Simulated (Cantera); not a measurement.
## Low-pressure radical oxidation in H2/O2

An isothermal, constant-pressure homogeneous reactor starts with H2 : O2 : H2O = 0.038 : 1 : 0.009 (molar parts), equivalence ratio 0.019, at 950 K and 0.0263 atm.

Detailed kinetics in Cantera: the H2/O2 subset of GRI-Mech 3.0, which has no nitrogen chemistry. Radical loss at walls, strong at low pressure, is not modelled. The temperature is held fixed by assumption; the heat of reaction is taken as removed at once.

```tsv
t (s)	x H2	x O2	x H2O	x H2O2	x OH
2.00e-6	0.0363	0.955	0.00860	<1e-12	<1e-12
1.03e-5	0.0363	0.955	0.00860	<1e-12	<1e-12
5.28e-5	0.0363	0.955	0.00860	<1e-12	1.63e-12
0.000271	0.0363	0.955	0.00860	<1e-12	2.14e-11
0.00139	0.0363	0.955	0.00860	<1e-12	1.99e-9
0.00717	0.00590	0.943	0.0355	5.69e-7	0.00181
0.0368	6.90e-5	0.954	0.0456	1.43e-7	0.000132
0.189	3.65e-6	0.954	0.0457	5.50e-8	2.77e-5
0.973	1.34e-7	0.954	0.0457	1.42e-8	7.56e-6
5.00	4.69e-9	0.954	0.0457	3.21e-9	2.56e-6
```
x: mole fraction; the columns are a selection and need not sum to one.

Equilibrium at this temperature and pressure: H2 5.26e-12, O2 0.954, H2O 0.0457, H2O2 1.05e-11, OH 1.01e-7 (gas phase only).
